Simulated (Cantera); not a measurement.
Gas-phase reforming

A perfectly stirred reactor is fed with 67.1 % CH4, 25.5 % H2O, 7.38 % H2, at 4.60 bar; it is held at 1575 K, and followed from long to short residence time.

Detailed kinetics in Cantera: GRI-Mech 3.0 (53 species, 325 reactions). GRI-Mech 3.0 stops at C3 and has no aromatics, soot or wall deposition, so with more carbon than oxygen in the feed, carbon stays in small species such as C2H2 where larger ones or solid carbon would form.

| τ (s) | x CH4 | x H2O | x H2 | x CO2 | x CO | x H2O2 |
|---|---|---|---|---|---|---|
| 8.1 | 0.186 | 0.0575 | 0.575 | 0.00353 | 0.103 | <1e-12 |
| 3.8 | 0.193 | 0.0826 | 0.551 | 0.00416 | 0.0817 | <1e-12 |
| 1.8 | 0.201 | 0.110 | 0.524 | 0.00416 | 0.0595 | <1e-12 |
| 0.85 | 0.210 | 0.136 | 0.497 | 0.00347 | 0.0391 | <1e-12 |
| 0.40 | 0.225 | 0.160 | 0.468 | 0.00235 | 0.0229 | <1e-12 |
| 0.19 | 0.252 | 0.179 | 0.434 | 0.00128 | 0.0120 | <1e-12 |
| 0.089 | 0.302 | 0.195 | 0.386 | 0.000544 | 0.00568 | <1e-12 |
| 0.042 | 0.374 | 0.209 | 0.322 | 0.000181 | 0.00251 | <1e-12 |
| 0.020 | 0.456 | 0.223 | 0.252 | 4.83e-5 | 0.00106 | <1e-12 |
| 0.0093 | 0.534 | 0.236 | 0.186 | 1.03e-5 | 0.000406 | <1e-12 |
x: mole fraction; the columns are a selection and need not sum to one.
